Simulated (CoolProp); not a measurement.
Vapour-liquid equilibrium of chloromethane (R40) (1) + isobutene (2) at 0.598 MPa; x and y are mole fractions of (1).

The numbers come from the multi-fluid Helmholtz-energy mixture model, Thol 2014 and Lemmon 2005; pair parameters Bell 2016 in CoolProp.

```csv
x,"bubble temperature, mixture model (K)","bubble temperature, Raoult's law (K)","y, mixture model","y, Raoult's law"
0.05,320.1,320.7,…,0.089
0.2,314.7,316.3,…,0.317
0.35,…,312.4,0.490,0.501
0.5,307.2,308.9,…,0.652
0.65,…,305.7,0.750,0.777
0.8,302.1,302.8,0.861,0.883
0.95,300.0,300.2,…,0.973
```

### Question
Complete the blanks.

### Answer

- 0.05, y, mixture model: 0.094
- 0.2, y, mixture model: 0.320
- 0.35, bubble temperature, mixture model (K): 310.5
- 0.5, y, mixture model: 0.629
- 0.65, bubble temperature, mixture model (K): 304.5
- 0.95, y, mixture model: 0.966

The largest gap from Raoult's law is -1.9 K in bubble temperature, at x = 0.35. No azeotrope shows between x = 0.05 and 0.95.

The pair parameters rest on a limited set of measurements; away from them the model extrapolates.
